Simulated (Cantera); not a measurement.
A Cantera script and what it prints.

```python
import numpy as np
import cantera as ct

gas_names = """
    N NO NO2 NO3 N2 N2O O O2 O3
""".split()
cond_names = """

""".split()


# ... load() reads the species with a 1 bar reference pressure and builds the phases ...
atoms = {
    'N2O': {'N': 2, 'O': 1},
    'O2': {'O': 2},
}
top_T = {}  # K; cautious upper limits of use, not melting points


# ... equilibrate(T, P, feed) seeds the gas with the atoms and calls Mixture.equilibrate('TP', solver="vcs", rtol=1e-11, max_steps=5000) ...
results = []
feed = {'N2O': 1, 'O2': 1.3}  # mol
P = 3300000  # Pa
for T in [748, 948, 1148, 1348, 1548, 1748, 1948, 2148, 2348, 2548, 2748]:
    mix = equilibrate(T, P, feed)
    results.append((T, P, feed, dict(zip(mix.species_names, mix.species_moles))))

top = {s: max(r[3][s] / sum(r[3][g] for g in gas_names) for r in results) for s in gas_names}
cols = sorted((s for s in top if top[s] > 1e-05), key=lambda s: -top[s])[:7]
seen = [c for c in cond_names if any(r[3].get(c, 0) > 1e-12 for r in results)]
print("log10 of partial pressures in bar; condensed amounts in mol")
print(f"{'T/K':>10s}" + "".join(f"{s[:9]:>10s}" for s in cols + seen))
for T, P, feed, n in results:
    ng = sum(n[g] for g in gas_names)
    print(f"{T:10.4g}" + "".join(f"{np.log10(max(n[s] / ng * P / 1e5, 1e-99)):10.3f}" for s in cols)
          + "".join(f"{n.get(c, 0):10.4g}" for c in seen))
```

It prints:

```
log10 of partial pressures in bar; condensed amounts in mol
       T/K        O2        N2        NO         O       NO2
       748     1.327     1.071    -4.523   -13.578    -3.766
       948     1.327     1.071    -3.177    -9.864    -3.276
      1148     1.327     1.071    -2.299    -7.437    -2.954
      1348     1.326     1.071    -1.682    -5.726    -2.725
      1548     1.326     1.070    -1.225    -4.455    -2.554
      1748     1.325     1.069    -0.873    -3.472    -2.421
      1948     1.324     1.067    -0.594    -2.691    -2.315
      2148     1.322     1.063    -0.368    -2.054    -2.229
      2348     1.319     1.059    -0.182    -1.526    -2.159
      2548     1.315     1.053    -0.028    -1.080    -2.101
      2748     1.310     1.046     0.102    -0.701    -2.055
```

Method: chemical equilibrium by Gibbs-energy minimisation in Cantera with the NASA 1993 tables (ideal gas, pure condensed phases). The ideal-gas law is rough above about 30 bar.
